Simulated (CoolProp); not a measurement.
The numbers come from the reference Helmholtz-energy equation of state, Lemmon and Jacobsen 2000 in CoolProp.

**Question.** For R143a, give the phase and the cv (kJ/(kg K)), speed of sound (m/s), isothermal compressibility (1/MPa), viscosity (µPa s) at 235.9 K and 69.4 bar; 279.1 K and 69.4 bar; 336.7 K and 69.4 bar.

**Answer.** 
- 235.9 K and 69.4 bar: liquid; cv 0.882, speed of sound 753, isothermal compressibility 0.00229, viscosity 208
- 279.1 K and 69.4 bar: liquid; cv 0.949, speed of sound 567, isothermal compressibility 0.00458, viscosity 146
- 336.7 K and 69.4 bar: liquid; cv 1.05, speed of sound 319, isothermal compressibility 0.0208, viscosity 85.5

Viscosity comes from a separate model (Klein 1997), an estimate that may be off by 10 % or more.
